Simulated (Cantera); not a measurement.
An adiabatic, constant-volume homogeneous reactor starts with 37.1 % H2, 13.2 % O2, 49.7 % N2, at 1173 K and 1.40 bar.

Computed with Cantera and the H2/O2 subset of GRI-Mech 3.0, which has no nitrogen chemistry.

One state of this run: T (K) = 2991; P (bar) = 3.20; x H2 = 0.123; x O2 = 0.00279; x H = 0.0303; x HO2 = 3.55e-6; x O = 0.00327; x OH = 0.0216. x: mole fraction; the columns are a selection and need not sum to one.

### Question
Which value of t (s) does it belong to?
(A) 2.17e-5
(B) 4.69e-5
(C) 0.00224
(D) 1.00e-5

### Answer
C, 0.00224
